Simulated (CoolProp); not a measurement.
Vapour-liquid equilibrium of propylene (1) + R22 (2) at -55.35 °C; x and y are mole fractions of (1).

Model: multi-fluid Helmholtz-energy mixture model, Lemmon 2013 and Kamei 1995; pair parameters Bell 2016, in CoolProp.

```json
[
 {"x": "0.05", "bubble pressure, mixture model (MPa)": "0.05154", "bubble pressure, Raoult's law (MPa)": "0.04970", "y, mixture model": "0.102", "y, Raoult's law": "0.071"},
 {"x": "0.15", "bubble pressure, mixture model (MPa)": "0.05640", "bubble pressure, Raoult's law (MPa)": "0.05187", "y, mixture model": "0.257", "y, Raoult's law": "0.203"},
 {"x": "0.25", "bubble pressure, mixture model (MPa)": "0.06022", "bubble pressure, Raoult's law (MPa)": "0.05404", "y, mixture model": "0.374", "y, Raoult's law": "0.325"},
 {"x": "0.35", "bubble pressure, mixture model (MPa)": "0.06324", "bubble pressure, Raoult's law (MPa)": "0.05620", "y, mixture model": "0.468", "y, Raoult's law": "0.438"},
 {"x": "0.45", "bubble pressure, mixture model (MPa)": "0.06564", "bubble pressure, Raoult's law (MPa)": "0.05837", "y, mixture model": "0.550", "y, Raoult's law": "0.542"},
 {"x": "0.55", "bubble pressure, mixture model (MPa)": "0.06752", "bubble pressure, Raoult's law (MPa)": "0.06054", "y, mixture model": "0.626", "y, Raoult's law": "0.639"},
 {"x": "0.65", "bubble pressure, mixture model (MPa)": "0.06896", "bubble pressure, Raoult's law (MPa)": "0.06270", "y, mixture model": "0.699", "y, Raoult's law": "0.729"},
 {"x": "0.75", "bubble pressure, mixture model (MPa)": "0.06996", "bubble pressure, Raoult's law (MPa)": "0.06487", "y, mixture model": "0.774", "y, Raoult's law": "0.813"},
 {"x": "0.85", "bubble pressure, mixture model (MPa)": "0.07051", "bubble pressure, Raoult's law (MPa)": "0.06704", "y, mixture model": "0.856", "y, Raoult's law": "0.891"},
 {"x": "0.95", "bubble pressure, mixture model (MPa)": "0.07052", "bubble pressure, Raoult's law (MPa)": "0.06920", "y, mixture model": "0.948", "y, Raoult's law": "0.965"}
]
```

The largest gap from Raoult's law is +12.5 % in bubble pressure, at x = 0.35. y crosses x between x = 0.85 and 0.95: the model has an azeotrope there.

The pair parameters rest on a limited set of measurements; away from them the model extrapolates.
